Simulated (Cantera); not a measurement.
Input: 1 mol Pb, 0.097 mol H₂, 84 mol N₂, equilibrated at 63000 Pa.

These are equilibrium values from Cantera (NASA tables, ideal gas, pure condensed phases), not measurements of a reactor. Candidate condensed phases: Pb; 11 gas species. Kinetics and transport are ignored. All values below are at 1273 K.

Base state: N₂ 0.996, Pb 0.00291, H₂ 0.00115 (mole fractions); condensed: Pb(l).

Q: What changes in the equilibrium state with this change: pressure from 63000 Pa to 3500 Pa?

A: 
```csv
species,before,after
N₂,0.996,0.987
Pb,0.00291,0.0118
H₂,0.00115,0.00114
"Pb(l), mol",0.754,0
```
